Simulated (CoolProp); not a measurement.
Sulfur hexafluoride at 298.15 K and 0.981 MPa is compressed adiabatically to 4.23 MPa with isentropic efficiency 0.85. Each further row changes one setting.

Model: reference Helmholtz-energy equation of state, Guder 2009, in CoolProp.

```tsv
case	work (kJ/kg)	final temperature (K)	final density (kg/m³)
as stated	25.0	357.2	300
efficiency 1	21.2	353.5	311
efficiency 0.65	32.7	364.9	281
```
